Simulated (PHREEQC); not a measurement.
**Copper plating or etch bath with single salt, acid or base (model solution)**

Solution A (0.069 mol/kgw Cu(NO3)2, 3.8e-05 mol/kgw HNO3 and 6.9e-05 mol/kgw FeCl3) is mixed with solution B (0.0018 mol/kgw CdSO4) at 25 °C; shares are by mass of water, 1 kg in all. O2 is buffered at 0.21 atm. No CO2 enters from the air. The run lets Fe(OH)3(a), Cu(OH)2, Brochantite, Antlerite, Atacamite, Cu2(OH)3NO3, Cd(OH)2, CdOHCl, Chalcanthite precipitate or redissolve, and no other solid.

The series has 11 steps of share of solution B, from 0 to 1.

Equilibrium calculation in PHREEQC: ion-association model, wateq4f.dat.

Task: Which solids form, in which order, and at which step of the series does each first stand?

Result: Fe(OH)3(a) from the start (pH 3.89), last present at share of solution B = 0.9.

Task: Between which two steps does the pH jump most, and from what to what?

Result: Between share of solution B = 0.9 and 1: from 4.66 to 6.52.

Complexes and solids missing from the database can't appear.
